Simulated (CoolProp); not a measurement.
The numbers come from the reference Helmholtz-energy equation of state, Lemmon 2005 in CoolProp.

### Question
Give the vapour pressure (kPa), liquid density (kg/m³), vapour density (kg/m³), enthalpy of vaporisation (kJ/kg) of saturated R125 at -55.25, -45.75, 20.85 °C.

### Answer
| T (°C) | p (kPa) | liquid density (kg/m³) | vapour density (kg/m³) | enthalpy of vaporisation (kJ/kg) |
|---|---|---|---|---|
| -55.25 | 70.3 | 1540 | 4.82 | 168 |
| -45.75 | 113 | 1510 | 7.55 | 163 |
| 20.85 | 1230 | 1210 | 80.0 | 115 |
